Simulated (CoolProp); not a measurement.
Model: reference Helmholtz-energy equation of state, Tillner-Roth 1997, in CoolProp.

Q: For CH2F2 (R32), give the phase and the cv (kJ/(kg K)), speed of sound (m/s) at 386.6 K and 0.0454 MPa.

A: 
- 386.6 K and 0.0454 MPa: gas; cv 0.807, speed of sound 272
